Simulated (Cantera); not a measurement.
## PbO + CO + H2 + CH4 (carbothermic reduction)

Feed: 1 mol PbO, 1.2 mol CO, 2.2 mol H2, 4.5 mol CH4, held at 1350 K and 10.0 mbar.

Cantera equilibrium calculation (NASA polynomials, part measured and part estimated; ideal gas, pure solids and liquids). Candidate condensed phases: C, C6H6, C7H8, C8H18, H2O, Pb, PbO, PbO2, Pb3O4; 113 gas species. Equilibrium is a limit: real reactors are often held back by kinetics, nucleation or transport.

```
Property                             Result
--------------------------------  ---------
x(H2)                                 0.778
x(CO)                                 0.153
x(Pb)                                0.0694
x(CH4)                              3.49e-5
x(H)                                2.10e-5
x(H2O)                              6.81e-6
x(Pb2)                              1.42e-6
n(C(graphite))                     3.50 mol
gas amount                        14.40 mol
log10 activity of Pb(l) (absent)      -0.85
```
